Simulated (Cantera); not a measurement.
Feed: 1 mol C₃H₆, 0.36 mol CO₂, 0.18 mol N₂, at 823 K and 210 Torr.

Method: chemical equilibrium by Gibbs-energy minimisation in Cantera with the NASA 1993 tables (ideal gas, pure condensed phases). Candidate condensed phases: C, C₆H₆, C₇H₈, C₈H₁₈, H₂O; 136 gas species. Equilibrium is a limit: real reactors are often held back by kinetics, nucleation or transport.

Base state: H₂ 0.637, H₂O 0.117, CH₄ 0.106, N₂ 0.0579, CO 0.0495, CO₂ 0.0328, NH₃ 8.17e-5 (mole fractions); condensed: C(graphite).

Problem. What changes in the equilibrium state with this change: CO₂ from 0.36 to 1.1 mol?

Solution. 
```tsv
species	before	after
H₂	0.637	0.473
H₂O	0.117	0.180
CO₂	0.0328	0.141
CO	0.0495	0.103
CH₄	0.106	0.0583
N₂	0.0579	0.0461
NH₃	8.17e-5	4.66e-5
C(graphite), mol	2.78	2.92
```
